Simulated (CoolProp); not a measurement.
Vapour-liquid equilibrium of R125 (1) + isobutane (2) at 334 kPa; x and y are mole fractions of (1).

Model: multi-fluid Helmholtz-energy mixture model, Lemmon 2005 and Bücker 2006; pair parameters Bell 2016, in CoolProp.

Question: Give the bubble temperature and the first vapour's composition at x = 0.05, 0.55, 0.75. Is there an azeotrope?

Answer: x = 0.05: 10.4 °C, y = 0.339; x = 0.55: -18.5 °C, y = 0.827; x = 0.75: -19.8 °C, y = 0.858. y crosses x between x = 0.85 and 0.95: the model has an azeotrope there.

The pair parameters rest on a limited set of measurements; away from them the model extrapolates. With so large a gap from Raoult's law the liquid may split in two, which this calculation doesn't test in full.
